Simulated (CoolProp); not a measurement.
The fluid at 293.15 K and 0.93 MPa (stagnation) flows isentropically through a choked orifice. The same conditions are run with several fluids, on thermodynamics alone (safety and materials aside).

Values from CoolProp's reference Helmholtz-energy equation of state of each fluid (sulfur hexafluoride: Guder 2009; nitrous oxide: Lemmon 2006; R13: Platzer 1990; carbon monoxide: Lemmon 2006; nitrogen: Span 2000). The equations of Platzer and Polt are older, rougher fits.

| fluid | throat to inlet pressure ratio | mass flux (kg/(m² s)) | throat temperature (K) |
|---|---|---|---|
| sulfur hexafluoride | 0.597 | 4700 | 277.8 |
| nitrous oxide | 0.548 | 2690 | 255.4 |
| R13 | 0.581 | 4030 | 271.2 |
| carbon monoxide | 0.527 | 2170 | 243.8 |
| nitrogen | 0.527 | 2170 | 243.9 |
